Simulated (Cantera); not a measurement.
# Silicon nitride deposition: trisilylamine + NH3 + H2

Input: 1 mol trisilylamine, 1.3 mol NH3, 3.4 mol H2, at 0.00133 bar.

These are equilibrium values from Cantera (NASA tables, ideal gas, pure condensed phases), not measurements of a reactor. Candidate condensed phases: Si, Si3N4; 18 gas species. The feed counts by its element totals alone. Mutual solubility and eutectic melting of coexisting phases are not modelled. The tables' values for SiN are old estimates; treat these amounts as uncertain. Gases not in the tables: Si2H6 and higher silanes. Kinetics and transport are ignored.

From 1475 K to 1525 K the condensed part is Si(s) + Si3N4(s). From 1575 K to 1675 K the condensed part is Si(s). From 1725 K to 1925 K the condensed part is Si(l). The main Si-bearing gas is Si throughout.

```tsv
T (K)	log p H2	log p N2	log p H	log p Si	log p SiH	log p Si2	log p Si2N	log p SiH2	n Si(s)	n Si3N4(s)	n Si(l)
1475	-2.88	-4.54	-6.33	-8.24	-9.13	-11.21	-10.19	-8.85	1.60	0.466	0
1525	-2.90	-4.11	-6.08	-7.72	-8.71	-10.54	-9.53	-8.59	2.18	0.273	0
1575	-2.92	-3.86	-5.84	-7.24	-8.32	-9.91	-8.98	-8.35	3.00	0	0
1625	-2.92	-3.86	-5.61	-6.79	-7.95	-9.32	-8.59	-8.10	3.00	0	0
1675	-2.92	-3.86	-5.40	-6.36	-7.60	-8.77	-8.22	-7.87	3.00	0	0
1725	-2.93	-3.86	-5.19	-5.99	-7.30	-8.32	-7.93	-7.69	0	0	2.99
1775	-2.93	-3.86	-5.00	-5.66	-7.03	-7.91	-7.69	-7.53	0	0	2.98
1825	-2.93	-3.86	-4.82	-5.34	-6.78	-7.53	-7.46	-7.38	0	0	2.96
1875	-2.93	-3.86	-4.65	-5.04	-6.54	-7.17	-7.25	-7.24	0	0	2.92
1925	-2.94	-3.87	-4.49	-4.76	-6.32	-6.83	-7.05	-7.11	0	0	2.84
```
log p: log10 of the partial pressure in bar; n: condensed amount in mol.
